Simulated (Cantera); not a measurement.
Charge: 1 mol Si, 1.8 mol N2O, 270 mol N2, a varied amount of CO2, equilibrated at 1648 K and 4.60 Pa.

Method: chemical equilibrium by Gibbs-energy minimisation in Cantera with the NASA 1993 tables (ideal gas, pure condensed phases). Candidate condensed phases: C, Si, SiC, SiO2, Si2N2O, Si3N4; 34 gas species. The tables hold silica as quartz up to 1696 K and as liquid above; real silica turns to tridymite and cristobalite and melts near 1996 K. Kinetics and transport are ignored.

Question: At 0.12 mol CO2, list the 5 most abundant gas species with their mole fractions, and the condensed phases.

Answer: N2 0.999, SiO 0.000606, CO 0.000228, CO2 0.000213, NO 2.94e-5. Condensed: SiO2(β-quartz).
